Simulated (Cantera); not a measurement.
An adiabatic, constant-pressure homogeneous reactor starts with CH₄ : CO : O₂ : N₂ = 1 : 0.81 : 6.68 : 25.1 (molar parts), equivalence ratio 0.36, at 1373 K and 525 Torr. Integrator tolerance rtol = 1e-08.

Computed with Cantera and GRI-Mech 3.0 (53 species, 325 reactions).

```json
[
 {"quantity": "time of steepest temperature rise", "before": "3.35 ms", "after": "0.102 s"},
 {"quantity": "temperature at 2.00 s", "before": "2149 K", "after": "1951 K"},
 {"quantity": "equilibrium temperature", "before": "2149 K", "after": "1942 K"},
 {"quantity": "x(CH₄) at 2.00 s", "before": "<1e-12 (gas-phase equilibrium <1e-12)", "after": "<1e-12 (gas-phase equilibrium <1e-12)"},
 {"quantity": "x(CO) at 2.00 s", "before": "0.000772 (gas-phase equilibrium 0.000771)", "after": "0.000159 (gas-phase equilibrium 0.000148)"},
 {"quantity": "x(O₂) at 2.00 s", "before": "0.124 (gas-phase equilibrium 0.124)", "after": "0.128 (gas-phase equilibrium 0.126)"},
 {"quantity": "x(H₂O) at 2.00 s", "before": "0.0585 (gas-phase equilibrium 0.0585)", "after": "0.0596 (gas-phase equilibrium 0.0596)"},
 {"quantity": "x(CH₂O) at 2.00 s", "before": "<1e-12 (gas-phase equilibrium <1e-12)", "after": "<1e-12 (gas-phase equilibrium <1e-12)"},
 {"quantity": "x(C₂H₂) at 2.00 s", "before": "<1e-12 (gas-phase equilibrium <1e-12)", "after": "<1e-12 (gas-phase equilibrium <1e-12)"},
 {"quantity": "x(HO₂) at 2.00 s", "before": "2.33e-6 (gas-phase equilibrium 2.33e-6)", "after": "1.13e-6 (gas-phase equilibrium 1.07e-6)"}
]
```

**Question.** What was changed between the two runs?
A) initial temperature 1373 to 1150 K
B) initial temperature 1373 to 1125 K
C) constant volume in place of constant pressure
D) pressure from 525 Torr to 760 Torr

**Answer.** B, initial temperature 1373 to 1125 K
